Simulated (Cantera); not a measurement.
## Al(CH3)3 + H2O + H2 (aluminium nitride and oxide growth)

A closed system holds: 1 mol Al(CH3)3, 11 mol H2O, 4.3 mol H2, equilibrated at 1302 °C and 5.40 mbar.

Cantera equilibrium calculation (NASA polynomials, part measured and part estimated; ideal gas, pure solids and liquids). Candidate condensed phases: Al, Al2O3, C, C6H6, C7H8, C8H18, H2O; 121 gas species. The feed counts by its element totals alone. Rates play no part.

| Item | Result |
|---|---|
| x(H2) | 0.600 |
| x(H2O) | 0.268 |
| x(CO) | 0.114 |
| x(CO2) | 0.0175 |
| x(H) | 0.000438 |
| x(OH) | 7.09e-6 |
| n(Al2O3(s)) | 0.500 mol |
| gas amount | 22.81 mol |
| log10 activity of C(graphite) (absent) | -5.85 |
| log10 activity of Al(l) (absent) | -10.94 |
